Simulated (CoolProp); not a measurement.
Vapour-liquid equilibrium of toluene (1) + m-xylene (2) at 373.9 K; x and y are mole fractions of (1).

Values from CoolProp's multi-fluid Helmholtz-energy mixture model, Lemmon 2006 and Zhou 2012; pair parameters Bell 2016.

| x | bubble pressure, mixture model (MPa) | bubble pressure, Raoult's law (MPa) | y, mixture model | y, Raoult's law |
|---|---|---|---|---|
| 0.05 | 0.03435 | 0.03418 | 0.114 | 0.111 |
| 0.2 | 0.04167 | 0.04078 | 0.383 | 0.373 |
| 0.35 | 0.04894 | 0.04737 | 0.571 | 0.561 |
| 0.5 | 0.05584 | 0.05397 | 0.706 | 0.704 |
| 0.65 | 0.06227 | 0.06056 | 0.810 | 0.815 |
| 0.8 | 0.06829 | 0.06716 | 0.896 | 0.905 |
| 0.95 | 0.07406 | 0.07375 | 0.974 | 0.978 |

The largest gap from Raoult's law is +3.5 % in bubble pressure, at x = 0.5. No azeotrope shows between x = 0.05 and 0.95.

The pair parameters rest on a limited set of measurements; away from them the model extrapolates.
